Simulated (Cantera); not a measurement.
## Equilibrium for oxide etching and cleaning by halides: TiO₂ + Cl₂ + O₂

Charge: 1 mol TiO₂, 9.4 mol Cl₂, 0.77 mol O₂, at 1825 K and 30.0 mbar.

Equilibrium computed with Cantera from the NASA thermochemical tables; the gas is ideal and each condensed phase is pure. Candidate condensed phases: Ti, TiCl₂, TiCl₃, TiCl₄, TiO, TiO₂, Ti₂O₃, Ti₃O₅, Ti₄O₇; 15 gas species. Rates play no part.

```yaml
x(Cl): 0.796
x(Cl₂): 0.151
x(O₂): 0.0489
x(TiCl₄): 0.00340
x(ClO): 0.000530
x(TiOCl₂): 0.000327
x(O): 0.000196
x(TiCl₃): 9.06e-5
n(TiO₂(rutile)): 0.935 mol
gas_amount: 16.90 mol
log10 activity of Ti₄O₇(s) (absent): -3.68
log10 activity of Ti₃O₅(s) (absent): -3.78
log10 activity of Ti₂O₃(s) (absent): -4.35
```
